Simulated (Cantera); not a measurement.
A perfectly stirred reactor is fed with CO : O2 : H2O : N2 = 0.001 : 0.0025 : 0.00031 : 1 (molar parts), at 9.87 atm; it is held at 1350 K, and followed from long to short residence time.

Cantera simulation using GRI-Mech 3.0 (53 species, 325 reactions); the numbers are that mechanism's predictions, not measurements.

**Question.** Predict: x(CO) at τ = 6.50 s; x(O2) at τ = 6.50 s; x(H2O) at τ = 6.50 s; x(OH) at τ = 6.50 s; x(HO2) at τ = 6.50 s; x(CO) at τ = 16.0 ms; x(O2) at τ = 16.0 ms; x(H2O) at τ = 16.0 ms; x(OH) at τ = 16.0 ms; x(HO2) at τ = 16.0 ms.

**Answer.** 
- x(CO) at τ = 6.50 s: 5.88e-6
- x(O2) at τ = 6.50 s: 0.00200
- x(H2O) at τ = 6.50 s: 0.000308
- x(OH) at τ = 6.50 s: 9.14e-7
- x(HO2) at τ = 6.50 s: 2.88e-8
- x(CO) at τ = 16.0 ms: 0.000493
- x(O2) at τ = 16.0 ms: 0.00224
- x(H2O) at τ = 16.0 ms: 0.000306
- x(OH) at τ = 16.0 ms: 2.09e-6
- x(HO2) at τ = 16.0 ms: 8.40e-7
